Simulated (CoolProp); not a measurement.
Vapour-liquid equilibrium of R125 (1) + ethanol (2) at 295.3 K; x and y are mole fractions of (1).

Computed with CoolProp (multi-fluid Helmholtz-energy mixture model, Lemmon 2005 and Schroeder 2014; pair parameters Bell 2016).

### Question
Give the bubble pressure and the first vapour's composition at x = 0.2, 0.35, 0.5. Is there an azeotrope?

### Answer
x = 0.2: 0.5347 MPa, y = 0.987; x = 0.35: 0.7504 MPa, y = 0.991; x = 0.5: 0.8778 MPa, y = 0.992. No azeotrope shows between x = 0.05 and 0.95.

Pair parameters are fitted to limited data, so mixtures are less certain than the pure fluids. The gap from Raoult's law changes sign with composition, which may be real or a fault of the pair parameters; it wasn't checked against measurements. With so large a gap from Raoult's law the liquid may split in two, which this calculation doesn't test in full.
